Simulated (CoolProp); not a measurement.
cis-2-butene at several states: fugacity coefficient from the reference equation and from simpler models built on Tc = 162.6 °C, pc = 4236 kPa, ω = 0.202; each cubic takes its own stable root.

Values from CoolProp's reference Helmholtz-energy equation of state, Lemmon 2005. It is a short technical equation, of lower accuracy than the large ones.

| T (°C) | p (kPa) | phase | reference | van der Waals | Redlich-Kwong | Soave-Redlich-Kwong | Peng-Robinson |
|---|---|---|---|---|---|---|---|
| 189.45 | 19.1 | gas | 0.9987 | 0.9988 | 0.9987 | 0.9987 | 0.9986 |
| 171.15 | 3570 | gas | ? | ? | 0.7383 | 0.7405 | ? |
| -68.75 | 23.8 | liquid | 0.08150 | 0.9907 | 0.1582 | 0.08177 | ? |
| 216.65 | 203 | gas | 0.9887 | 0.9893 | 0.9884 | 0.9890 | 0.9874 |
| 15.65 | 4040 | liquid | 0.04239 | ? | 0.06261 | 0.04323 | 0.04253 |
| 55.05 | 525 | liquid | 0.8678 | ? | 0.9073 | 0.8844 | 0.8721 |

Q: Complete the blanks.

A: 
- 171.15, reference: 0.7329
- 171.15, van der Waals: 0.7615
- 171.15, Peng-Robinson: 0.7188
- -68.75, Peng-Robinson: 0.09006
- 15.65, van der Waals: 0.1711
- 55.05, van der Waals: 0.9285

At some of these states van der Waals, Redlich-Kwong gives the other phase, because its saturation line lies elsewhere.
